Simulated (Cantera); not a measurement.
Feed: 1 mol Cu, 2.2 mol F2, 45 mol H2, at 998 K and 5.80 Pa.

Cantera equilibrium calculation (NASA polynomials, part measured and part estimated; ideal gas, pure solids and liquids). Candidate condensed phases: Cu, CuF2; 15 gas species. Rates play no part.

Task: What is the equilibrium state?

Result: 
```
Property                               Result
----------------------------------  ---------
x(H2)                                   0.907
x(HF)                                  0.0932
n(Cu(s))                            1.000 mol
gas amount                          47.20 mol
log10 activity of CuF2(s) (absent)     -15.05
```
